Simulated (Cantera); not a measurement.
## N2O furnace oxynitridation

An isothermal, constant-pressure homogeneous reactor starts with N2O = 1 (molar parts), at 1550 K and 1900 Pa.

Cantera simulation using GRI-Mech 3.0 (53 species, 325 reactions); the numbers are that mechanism's predictions, not measurements. GRI-Mech 3.0 was tuned for natural gas; its chemistry of N2O as a main component is partial and can be far from experiment. Radical loss at walls, strong at low pressure, is not modelled. The temperature is held fixed by assumption; the heat of reaction is taken as removed at once.

```tsv
t (s)	x N2O	x O2	x NO2	x O	x N2	x NO
1.00e-6	1.000	2.99e-9	<1e-12	9.65e-7	9.72e-7	2.25e-9
4.01e-6	1.000	4.77e-8	<1e-12	3.82e-6	3.94e-6	3.60e-8
1.61e-5	1.000	7.45e-7	<1e-12	1.46e-5	1.63e-5	5.62e-7
6.46e-5	1.000	1.05e-5	<1e-12	4.81e-5	7.31e-5	7.92e-6
0.000259	0.999	0.000109	5.27e-11	0.000101	0.000360	8.20e-5
0.00104	0.997	0.000648	1.84e-9	0.000114	0.00165	0.000489
0.00418	0.988	0.00283	3.32e-8	0.000114	0.00685	0.00214
0.0168	0.953	0.0113	4.31e-7	0.000114	0.0271	0.00855
0.0673	0.827	0.0417	3.47e-6	0.000114	0.0993	0.0315
0.270	0.493	0.123	1.71e-5	0.000114	0.292	0.0925
1.08	0.0862	0.221	4.37e-5	0.000111	0.526	0.166
4.35	0.000456	0.243	0.000102	3.63e-5	0.576	0.180
17.4	8.71e-6	0.243	0.000122	2.86e-5	0.577	0.180
70.0	8.53e-6	0.244	0.000121	2.86e-5	0.578	0.178
```
x: mole fraction; the columns are a selection and need not sum to one.

Equilibrium at this temperature and pressure: N2O 1.38e-8, O2 0.332, NO2 1.44e-6, O 3.29e-5, N2 0.666, NO 0.00180 (gas phase only).
